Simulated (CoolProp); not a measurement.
A simple Rankine cycle with n-perfluorohexane: condensing at 330.15 K, boiler at 1.12 MPa, turbine inlet 449 K, turbine efficiency 0.7, pump efficiency 0.6, no recuperator. Each further row changes one setting.

Model: reference Helmholtz-energy equation of state, Gao 2022, in CoolProp.

```json
[
 {"case": "as stated", "thermal efficiency (%)": "8.0", "net work (kJ/kg)": "14.9", "heat in (kJ/kg)": "185", "turbine exit temperature (K)": "422.1", "volume ratio over the turbine": "14.1"},
 {"case": "condensing temperature 322.15 K", "thermal efficiency (%)": "8.7", "net work (kJ/kg)": "16.8", "heat in (kJ/kg)": "194", "turbine exit temperature (K)": "419.9", "volume ratio over the turbine": "18.7"},
 {"case": "boiler pressure 0.784 MPa", "thermal efficiency (%)": "7.1", "net work (kJ/kg)": "13.4", "heat in (kJ/kg)": "190", "turbine exit temperature (K)": "428.4", "volume ratio over the turbine": "8.81"},
 {"case": "turbine efficiency 0.6", "thermal efficiency (%)": "6.8", "net work (kJ/kg)": "12.6", "heat in (kJ/kg)": "185", "turbine exit temperature (K)": "424.4", "volume ratio over the turbine": "14.2"}
]
```
